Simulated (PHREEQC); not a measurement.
1 kg of water holding 0.11 mol/kgw NaCl meets 20 L of dry gas (CO2 0.89, N2 0.11 by moles) at fixed total pressure, at 80 °C; fugacities by Peng-Robinson. The gases take part in no redox reaction, some water evaporates into the gas, and hydrates or a liquid gas phase aren't modelled. Nothing may precipitate in this run.

The numbers come from PHREEQC with the ion-association model, phreeqc.dat.

### Question
Predict dissolved CO2 (all carbonate carbon) (mol/kgw), dissolved N2 (mol/kgw) at P (atm) = 10, 40.

### Answer
```
P (atm)  dissolved CO2 (all carbonate carbon) (mol/kgw)  dissolved N2 (mol/kgw)
-------  ----------------------------------------------  ----------------------
10                                                0.101                0.000472
40                                                0.379                 0.00197
```

At this temperature some constants are extrapolated from 25 °C, and those without enthalpy data are left unchanged.
